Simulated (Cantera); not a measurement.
An adiabatic, constant-pressure homogeneous reactor starts with 11.0 % CH4, 1.10 % C2H6, 17.3 % O2, 65.1 % N2, 5.41 % CO2, equivalence ratio 1.5, at 1475 K and 10.0 bar.

Computed with Cantera and GRI-Mech 3.0 (53 species, 325 reactions).

Problem. Predict: time of steepest temperature rise; temperature at 6.00 s; equilibrium temperature; x(O2) at 6.00 s; x(H) at 6.00 s; x(CO2) at 6.00 s; x(NO) at 6.00 s; x(CH2O) at 6.00 s.

Solution. 
```json
{
  "time_of_steepest_temperature_rise": "90.6 µs",
  "temperature at 6.00 s": "2719 K",
  "equilibrium_temperature": "2719 K",
  "x(O2) at 6.00 s": "0.000340 (gas-phase equilibrium 0.000340)",
  "x(H) at 6.00 s": "0.00429 (gas-phase equilibrium 0.00429)",
  "x(CO2) at 6.00 s": "0.0598 (gas-phase equilibrium 0.0598)",
  "x(NO) at 6.00 s": "0.00115 (gas-phase equilibrium 0.00115)",
  "x(CH2O) at 6.00 s": "2.16e-8 (gas-phase equilibrium 2.16e-8)"
}
```
